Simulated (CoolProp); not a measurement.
Properties of carbon dioxide along the isobar 36800 kPa (Tc = 304.1 K, pc = 7377 kPa, ω = 0.224).

The numbers come from the reference Helmholtz-energy equation of state, Span 1996 in CoolProp.

```tsv
T (K)	phase	density (kg/m³)	cv (kJ/(kg K))	isothermal compressibility (1/MPa)
229.4	liquid	1203	0.9872	0.001307
254.7	liquid	1130	0.9539	0.001856
280.1	liquid	1052	0.9305	0.002710
305.4	supercritical	969.1	0.9158	0.004049
330.7	supercritical	881.9	0.9067	0.006122
356.1	supercritical	791.6	0.9029	0.009149
381.4	supercritical	702.8	0.9011	0.01291
406.7	supercritical	621.6	0.9004	0.01654
432	supercritical	552.3	0.9003	0.01940
457.4	supercritical	495.2	0.9011	0.02130
482.7	supercritical	449.2	0.9034	0.02243
508	supercritical	411.9	0.9074	0.02309
```
